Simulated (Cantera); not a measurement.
Input: 1 mol CaO, 33 mol HF, 2.2 mol N2, equilibrated at 1000 °C and 1.10 Pa.

Cantera equilibrium calculation (NASA polynomials, part measured and part estimated; ideal gas, pure solids and liquids). Candidate condensed phases: Ca, CaF2, CaO, Ca(OH)2, H2O; 47 gas species. The numbers say what is thermodynamically allowed, not how fast it happens.

Base state: HF 0.906, N2 0.0643, H2O 0.0291, CaF2 0.000582, H2 7.75e-5, O2 3.64e-5 (mole fractions); condensed: CaF2(s).

What changes in the equilibrium state with this change: temperature from 1000 °C to 1175 °C?


```csv
species,before,after
HF,0.906,0.880
N2,0.0643,0.0625
CaF2,0.000582,0.0284
H2O,0.0291,0.0278
H,1.89e-6,6.23e-5
OH,8.20e-6,8.22e-5
"CaF2(s), mol",0.980,0
```

What changes in the equilibrium state with this change: temperature from 1000 °C to 1602 °C?


```csv
species,before,after
HF,0.906,0.864
N2,0.0643,0.0613
CaF2,0.000582,0.0277
H2O,0.0291,0.0126
H,1.89e-6,0.0157
CaF,<1e-9,0.000209
O,1.96e-7,0.00459
F,8.84e-8,0.000514
"CaF2(s), mol",0.980,0
```
